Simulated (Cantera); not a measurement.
# Thermodynamics of silicon carbide growth, feed (CH3)2SiCl2 + CH4 + H2

Input: 1 mol (CH3)2SiCl2, 0.049 mol CH4, 68 mol H2, equilibrated at 0.320 bar.

Method: chemical equilibrium by Gibbs-energy minimisation in Cantera with the NASA 1993 tables (ideal gas, pure condensed phases). Candidate condensed phases: C, C6H6, C7H8, C8H18, Si, SiC; 109 gas species. The feed counts by its element totals alone. The tables' values for SiCl are old estimates; treat these amounts as uncertain. Gases not in the tables: Si2H6 and higher silanes. The numbers say what is thermodynamically allowed, not how fast it happens.

| T (K) | x H2 | x HCl | x CH4 | x H | x C2H2 (acetylene) | x SiCl4 | x SiHCl3 | n SiC(s) | n C(graphite) |
|---|---|---|---|---|---|---|---|---|---|
| 950 | 0.960 | 0.0214 | 0.0166 | 9.64e-10 | 2.97e-11 | 0.00148 | 0.000305 | 0.873 | 0 |
| 1050 | 0.957 | 0.0275 | 0.0149 | 1.40e-8 | 3.14e-9 | 0.000124 | 4.48e-5 | 0.988 | 0 |
| 1150 | 0.965 | 0.0278 | 0.00698 | 1.30e-7 | 3.73e-8 | 1.44e-5 | 1.01e-5 | 0.998 | 0.552 |
| 1250 | 0.969 | 0.0278 | 0.00330 | 8.41e-7 | 2.44e-7 | 2.51e-6 | 3.12e-6 | 0.999 | 0.812 |
| 1350 | 0.970 | 0.0278 | 0.00174 | 4.15e-6 | 1.20e-6 | 5.76e-7 | 1.15e-6 | 0.999 | 0.925 |
| 1450 | 0.971 | 0.0277 | 0.000997 | 1.65e-5 | 4.74e-6 | 1.63e-7 | 4.91e-7 | 0.999 | 0.978 |
| 1550 | 0.972 | 0.0277 | 0.000614 | 5.49e-5 | 1.56e-5 | 5.44e-8 | 2.34e-7 | 0.998 | 1.00 |
| 1650 | 0.972 | 0.0277 | 0.000402 | 0.000158 | 4.43e-5 | 2.08e-8 | 1.23e-7 | 0.997 | 1.02 |
| 1750 | 0.972 | 0.0276 | 0.000276 | 0.000405 | 0.000112 | 8.90e-9 | 6.92e-8 | 0.996 | 1.02 |
| 1850 | 0.971 | 0.0276 | 0.000197 | 0.000938 | 0.000254 | 4.17e-9 | 4.15e-8 | 0.995 | 1.00 |
| 1950 | 0.970 | 0.0275 | 0.000146 | 0.00200 | 0.000530 | 2.11e-9 | 2.62e-8 | 0.993 | 0.969 |
| 2050 | 0.967 | 0.0274 | 0.000112 | 0.00394 | 0.00103 | 1.14e-9 | 1.73e-8 | 0.989 | 0.902 |
| 2150 | 0.963 | 0.0272 | 8.72e-5 | 0.00732 | 0.00187 | 6.47e-10 | 1.18e-8 | 0.980 | 0.790 |
| 2250 | 0.956 | 0.0269 | 6.92e-5 | 0.0128 | 0.00320 | 3.83e-10 | 8.25e-9 | 0.957 | 0.614 |
x: gas mole fraction; n: condensed amount in mol.

From 950 K to 1050 K the condensed part is SiC(s). From 1150 K to 2250 K the condensed part is C(graphite) + SiC(s). The main Si-bearing gas is SiCl4 at 950 K and Si at 2250 K.
